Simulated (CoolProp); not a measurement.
Vapour-liquid equilibrium of sulfur dioxide (1) + toluene (2) at 35.45 °C; x and y are mole fractions of (1).

Model: multi-fluid Helmholtz-energy mixture model, Gao 2016 and Lemmon 2006; pair parameters Bell 2016, in CoolProp.

```
x     bubble pressure (MPa)  y at the bubble point  dew pressure at overall composition x (MPa)  liquid density (mol/L)
----  ---------------------  ---------------------  -------------------------------------------  ----------------------
0.05                0.02553                  0.760                                     0.006711                   9.555
0.15                0.07233                  0.924                                     0.007488                   10.21
0.25                 0.1272                  0.961                                     0.008470                   10.94
0.35                 0.1861                  0.977                                     0.009746                   11.75
0.45                 0.2453                  0.985                                      0.01147                   12.67
0.55                 0.3028                  0.990                                      0.01395                   13.71
0.65                 0.3578                  0.993                                      0.01778                   14.90
0.75                 0.4110                  0.995                                      0.02452                   16.27
0.85                 0.4642                  0.997                                      0.03954                   17.87
0.95                 0.5196                  0.999                                       0.1035                   19.78
```

No azeotrope shows between x = 0.05 and 0.95.

The pair parameters rest on a limited set of measurements; away from them the model extrapolates.
